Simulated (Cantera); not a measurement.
Cantera with NASA thermochemical tables; ideal gases at 1 bar, condensed phases pure. Values are per mole of reaction as written; species without (g) are pure solids or liquids, kept so even where they would boil at 1 bar. TiC: taken at fixed stoichiometry.

2 TiO2 + 2 CO(g) → 3 O2(g) + 2 TiC, with ΔH° = 1742.3 kJ and ΔS° = 167.9 J/K at 300 K.

Question: How far is the shortcut ΔG° ≈ ΔH°(300 K) − T·ΔS°(300 K) from the full temperature-dependent value at 2375, 2425, 2475, 2525, 2575, 2625, 2675 K?

Answer: 
```tsv
T (K)	shortcut (kJ)	full (kJ)	difference (kJ)	difference in log10 K	condensed phases
2375	1343.7	1387.0	-43.3	0.95	TiO2(l), TiC(s)
2425	1335.3	1382.8	-47.5	1.02	TiO2(l), TiC(s)
2475	1326.9	1378.6	-51.7	1.09	TiO2(l), TiC(s)
2525	1318.5	1374.5	-56.0	1.16	TiO2(l), TiC(s)
2575	1310.1	1370.3	-60.2	1.22	TiO2(l), TiC(s)
2625	1301.7	1366.2	-64.5	1.28	TiO2(l), TiC(s)
2675	1293.3	1362.2	-68.8	1.34	TiO2(l), TiC(s)
```
The shortcut ignores heat capacities and the phase changes listed.
